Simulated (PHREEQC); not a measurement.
Acid mine or pickling water: speciation

Model water analysis in mg/L, 25 °C, pH 1.82, pe 8.5:

| constituent | mg/L |
|---|---|
| Na | 21.6 |
| K | 1.11 |
| Ca | 425 |
| Mg | 34.6 |
| Cl | 117 |
| S(6) as SO4 | 2470 |
| Mn(2) | 0.495 |
| O(0) (dissolved oxygen) | 0.829 |
| Zn | 2.79 |

Na is adjusted to close the charge balance.
Valence states are taken as typed.

Model: ion-association model, phreeqc.dat, run in PHREEQC.

No solid was allowed to form.

Q: What ionic strength does the model give?

A: ionic strength 0.0573 mol/kgw.

Q: In which forms is Ca present?

A: Ca+2 68 %, CaSO4 29 %, CaHSO4+ 3.6 % of the Ca.
